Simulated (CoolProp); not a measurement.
Chloromethane (R40) along the isotherm 315.8 K: fugacity coefficient from the reference equation and from simpler models built on Tc = 418.6 K, pc = 6.929 MPa, ω = 0.150; each cubic takes its own stable root.

The numbers come from the reference Helmholtz-energy equation of state, Thol 2014 in CoolProp.

```tsv
p (MPa)	phase	reference	van der Waals	Redlich-Kwong	Soave-Redlich-Kwong	Peng-Robinson
1.92	liquid	0.4339	0.8398	0.5175	0.4444	0.4373
3.85	liquid	0.2257	0.4638	0.2705	0.2321	0.2271
5.77	liquid	0.1570	0.3306	0.1891	0.1621	0.1578
7.7	liquid	0.1227	0.2646	0.1484	0.1271	0.1231
9.62	liquid	0.1023	0.2259	0.1243	0.1064	0.1025
11.5	liquid	0.08910	0.2011	0.1087	0.09295	0.08910
13.5	liquid	0.07920	0.1830	0.09707	0.08291	0.07907
15.4	liquid	0.07228	0.1706	0.08895	0.07592	0.07204
17.3	liquid	0.06697	0.1615	0.08274	0.07057	0.06664
```

At some of these states van der Waals gives the other phase, because its saturation line lies elsewhere.
